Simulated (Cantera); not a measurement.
## Premixed flame

A freely propagating, adiabatic, planar premixed flame of H2 : O2 : N2 = 1 : 0.263 : 0.989 (molar parts), unburnt at 550 K and 250000 Pa; mixture-averaged transport, grid criteria slope 0.08 and curve 0.16, no radiation.

Computed with Cantera and the H2/O2 subset of GRI-Mech 3.0, which has no nitrogen chemistry. The hydrogen kinetics of GRI-Mech 3.0 are dated; newer H2 mechanisms differ, most at raised pressure. Burning velocities carry a grid error of a few per cent, more on coarse grids.

| z (mm) | T (K) | u (m/s) | x H2 | x O2 | x H | x HO2 | x O | x H2O |
|---|---|---|---|---|---|---|---|---|
| -0.395 | 550 | 8.17 | 0.444 | 0.117 | <1e-8 | <1e-8 | <1e-8 | <1e-8 |
| -0.264 | 550 | 8.17 | 0.444 | 0.117 | <1e-8 | <1e-8 | <1e-8 | <1e-8 |
| -0.198 | 550 | 8.17 | 0.444 | 0.117 | <1e-8 | 1.04e-8 | <1e-8 | 1.29e-8 |
| -0.132 | 550 | 8.17 | 0.444 | 0.117 | 1.38e-8 | 9.24e-7 | 1.04e-8 | 8.54e-7 |
| -0.0659 | 584 | 8.61 | 0.438 | 0.117 | 0.000159 | 0.000420 | 1.17e-5 | 0.00124 |
| -0.0329 | 853 | 12.2 | 0.402 | 0.110 | 0.00650 | 0.000377 | 0.000316 | 0.0245 |
| 0 | 1273 | 17.7 | 0.317 | 0.0767 | 0.0348 | 0.000162 | 0.00252 | 0.0987 |
| 0.0329 | 1570 | 21.6 | 0.236 | 0.0288 | 0.0643 | 5.69e-5 | 0.00353 | 0.190 |
| 0.0659 | 1712 | 23.4 | 0.205 | 0.00793 | 0.0719 | 1.52e-5 | 0.00235 | 0.231 |
| 0.132 | 1838 | 25.0 | 0.201 | 0.00125 | 0.0642 | 2.40e-6 | 0.00144 | 0.246 |
| 0.264 | 1957 | 26.4 | 0.209 | 0.000509 | 0.0495 | 1.04e-6 | 0.000953 | 0.250 |
| 0.527 | 2065 | 27.6 | 0.217 | 0.000276 | 0.0351 | 5.93e-7 | 0.000536 | 0.254 |
| 1.05 | 2153 | 28.6 | 0.224 | 0.000128 | 0.0232 | 2.98e-7 | 0.000253 | 0.258 |
x: mole fraction of selected species; z is measured from the peak of heat release.

```yaml
laminar_burning_velocity: 817 cm/s
thermal_thickness: 0.132 mm
peak x(H): 0.0719
peak x(HO2): 0.000584
peak x(O): 0.00365
grid_points: 113
```
